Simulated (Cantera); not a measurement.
**B2O3 + H2 (boron, boron nitride and boron oxide)**

A closed system holds: 1 mol B2O3, 31 mol H2, held at 1823 K and 18.0 Pa.

These are equilibrium values from Cantera (NASA tables, ideal gas, pure condensed phases), not measurements of a reactor. Candidate condensed phases: B, B2O3, B3O3H3, H2O; 23 gas species. Kinetics and transport are ignored.

```yaml
x(H2): 0.914
x(H): 0.0309
x(HBO2): 0.0189
x(HBO): 0.0149
x(BO): 0.00877
x(B2O3): 0.00840
x(H2O): 0.00327
x(B2O2): 0.000891
x(BO2): 5.39e-5
gas_amount: 32.65 mol
log10 activity of B(s) (absent): -3.92
log10 activity of B3O3H3(s) (absent): -19.22
```
